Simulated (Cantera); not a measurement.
A closed system holds: 1 mol Cu2O, 2.5 mol CH4, 1.7 mol CO, equilibrated at 2200 °C and 0.0133 bar.

Method: chemical equilibrium by Gibbs-energy minimisation in Cantera with the NASA 1993 tables (ideal gas, pure condensed phases). Candidate condensed phases: C, C6H6, C7H8, C8H18, Cu, CuO, Cu(OH)2, Cu2O, H2O; 113 gas species. The numbers say what is thermodynamically allowed, not how fast it happens.

Task: What is the equilibrium state?

Result: 
| Property | Result |
|---|---|
| x(H2) | 0.417 |
| x(CO) | 0.261 |
| x(Cu) | 0.193 |
| x(H) | 0.125 |
| x(C2H2 (acetylene)) | 0.00402 |
| x(C2H) | 8.16e-5 |
| x(Cu2) | 4.96e-5 |
| x(C3) | 2.44e-5 |
| x(C4H2) | 1.60e-5 |
| n(C(graphite)) | 1.41 mol |
| gas amount | 10.35 mol |
| log10 activity of Cu(l) (absent) | -1.76 |
